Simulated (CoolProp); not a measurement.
A single-stage vapour-compression cycle with ammonia: evaporating at 297.15 K (dew point), condensing at 360.15 K (bubble point), superheat 8 K, subcooling 8 K, compressor efficiency 0.6, no pressure losses. Each further row changes one setting.

Model: reference Helmholtz-energy equation of state, Gao 2020, in CoolProp.

| case | cooling COP | pressure ratio | discharge temperature (K) | refrigerating effect (kJ/kg) | volumetric capacity (kJ/m³) |
|---|---|---|---|---|---|
| as stated | 2.15 | 4.95 | 496.4 | 913 | 6630 |
| evaporating temperature 302.15 K | 2.42 | 4.25 | 481.7 | 917 | (withheld) |
| condensing temperature 355.15 K | 2.40 | 4.45 | (withheld) | 941 | 6830 |
| subcooling 13 K | 2.22 | 4.95 | 496.4 | 941 | 6830 |
| superheat 18 K | 2.12 | 4.95 | (withheld) | (withheld) | (withheld) |
| compressor efficiency 0.5 | 1.79 | 4.95 | 526.5 | 913 | 6630 |

Question: Complete the blanks.

Answer: 
- evaporating temperature 302.15 K, volumetric capacity (kJ/m³): 7720
- condensing temperature 355.15 K, discharge temperature (K): 482.1
- superheat 18 K, discharge temperature (K): 513.9
- superheat 18 K, refrigerating effect (kJ/kg): 942
- superheat 18 K, volumetric capacity (kJ/m³): 6520
